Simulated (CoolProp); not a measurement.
Computed with CoolProp (reference Helmholtz-energy equation of state, Akasaka 2023).

Task: Give the vapour pressure (kPa), vapour density (kg/m³) of saturated R1224YDZ at 309.8, 336, 338.9 K.

Result: 
```tsv
T (K)	p (kPa)	vapour density (kg/m³)
309.8	219	13.7
336	475	29.1
338.9	513	31.5
```
